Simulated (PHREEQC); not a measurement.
A solution holds 0.22 mol NaHSO4 and 0.0014 mol Na2HPO4 per kg of water, at 25 °C. Closed to the air; pH follows from the charge balance.

The numbers come from PHREEQC with the ion-association model, wateq4f.dat.

Each row changes one thing in this solution. This is a speciation only: nothing precipitates in the calculation.

| case | pH | ionic strength (mol/kgw) | Na+ (mol/kgw) | HSO4- (mol/kgw) | SO4-2 (mol/kgw) | NaSO4- (mol/kgw) | SI of Mirabilite (Na2SO4:10H2O) |
|---|---|---|---|---|---|---|---|
| as made | 1.21 | 0.353 | 0.206 | 0.137 | 0.0664 | 0.0163 | -2.39 |
| diluted 5-fold with water | 1.72 | 0.0878 | 0.0428 | 0.0203 | 0.0219 | ? | -3.91 |
| Na2HPO4 from 0.0014 to 0.007 mol/kgw | 1.24 | 0.360 | 0.216 | 0.133 | ? | 0.0178 | -2.33 |
| Na2HPO4 from 0.0014 to 0.00126 mol/kgw | 1.21 | 0.353 | 0.206 | 0.137 | 0.0663 | 0.0163 | -2.39 |
| Na2HPO4 from 0.0014 to 0.00014 mol/kgw | 1.20 | 0.351 | 0.204 | 0.138 | 0.0657 | 0.0160 | -2.40 |
| Na2HPO4 from 0.0014 to 0.014 mol/kgw | 1.28 | 0.370 | 0.228 | 0.127 | 0.0736 | ? | -2.27 |
| NaHSO4 from 0.22 to 0.022 mol/kgw | 1.99 | 0.0497 | 0.0240 | 0.00769 | 0.0136 | 0.000751 | -4.50 |
| 0.02 mol/kgw Ca(OH)2 added | 1.34 | 0.370 | 0.205 | 0.115 | 0.0759 | 0.0182 | -2.35 |
| Na2HPO4 left out | 1.20 | 0.351 | 0.204 | 0.138 | 0.0656 | 0.0160 | -2.40 |

Question: What belongs in the gaps?

Answer: 
- diluted 5-fold with water, NaSO4- (mol/kgw): 0.00181
- Na2HPO4 from 0.0014 to 0.007 mol/kgw, SO4-2 (mol/kgw): 0.0696
- Na2HPO4 from 0.0014 to 0.014 mol/kgw, NaSO4- (mol/kgw): 0.0197

Some of these states are supersaturated (in Gypsum, for instance). H3PO4, which wateq4f.dat lacks, is added to it with the constant of phreeqc.dat.
